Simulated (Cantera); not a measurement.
Input: 1 mol AlCl₃, 2.5 mol O₂, 350 mol H₂, held at 75.0 Torr.

Equilibrium computed with Cantera from the NASA thermochemical tables; the gas is ideal and each condensed phase is pure. Candidate condensed phases: Al, AlCl₃, Al₂O₃, H₂O; 29 gas species. The tables' values for AlOH are old estimates; treat these amounts as uncertain. Equilibrium is a limit: real reactors are often held back by kinetics, nucleation or transport. All values below are at 2150 K.

Base state: H₂ 0.968, H 0.0131, H₂O 0.0102, HCl 0.00816, AlCl 0.000229, Cl 8.09e-5, OH 1.79e-5, AlOH 1.45e-5 (mole fractions); condensed: Al₂O₃(s).

### Question
What changes in the equilibrium state with this change: O₂ from 2.5 to 10 mol?

### Answer
```
species          before    after
-------------  --------  -------
H₂                0.968    0.926
H₂O              0.0102   0.0522
H                0.0131   0.0128
AlCl           0.000229  1.95e-5
OH              1.79e-5  9.35e-5
AlOH            1.45e-5  6.13e-6
Al₂O₃(s), mol     0.454    0.495
```
